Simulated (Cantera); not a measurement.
Charge: 1 mol CH3SiH3, 0.19 mol HCl, 510 mol H2, 0.011 mol C2H4, equilibrated at 2250 °C and 1.00 bar.

Cantera equilibrium calculation (NASA polynomials, part measured and part estimated; ideal gas, pure solids and liquids). Candidate condensed phases: C, C6H6, C7H8, C8H18, Si, SiC; 109 gas species. The feed counts by its element totals alone. Gases not in the tables: Si2H6 and higher silanes. Rates play no part.

Base state: H2 0.969, H 0.0274, Si 0.00124, C2H2 (acetylene) 0.000898, HCl 0.000356, SiH 0.000311, SiH2 0.000236, Si2C 4.54e-5 (mole fractions); condensed: gas only.

**Question.** What changes in the equilibrium state with this change: temperature from 2250 °C to 725 °C?

**Answer.** 
```tsv
species	before	after
H2	0.969	1.000
HCl	0.000356	0.000359
CH4	3.79e-5	4.86e-5
H	0.0274	2.15e-9
Si	0.00124	<1e-9
C2H2 (acetylene)	0.000898	<1e-9
SiH	0.000311	<1e-9
SiH2	0.000236	<1e-9
SiC(s), mol	0	0.997
```
